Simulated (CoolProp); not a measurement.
R1132(E) along the isobar 65 bar: density (kg/m³) from the reference equation and from simpler models built on Tc = 75.7 °C, pc = 51.74 bar, ω = 0.245; each cubic takes its own stable root.

Model: reference Helmholtz-energy equation of state, Akasaka 2024, in CoolProp.

```
T (°C)   phase  reference  van der Waals  Redlich-Kwong  Soave-Redlich-Kwong
------  ------  ---------  -------------  -------------  -------------------
3.75    liquid       1012          629.8          878.2                    …
12.25   liquid          …          615.5          851.2                883.1
20.85   liquid      960.3          600.2          822.0                853.0
29.35   liquid      931.4          584.0          791.2                820.7
37.95   liquid      899.5          566.2          757.3                784.7
46.55   liquid          …          546.8          720.2                    …
55.05   liquid      823.7          525.4          679.3                699.6
63.65   liquid      775.3          500.7          631.7                    …
72.25   liquid      712.9          471.5          574.3                579.6
```

Q: What belongs in the gaps?

A: 
- 3.75, Soave-Redlich-Kwong: 910.7
- 12.25, reference: 987.3
- 46.55, reference: 863.9
- 46.55, Soave-Redlich-Kwong: 744.6
- 63.65, Soave-Redlich-Kwong: 646.1
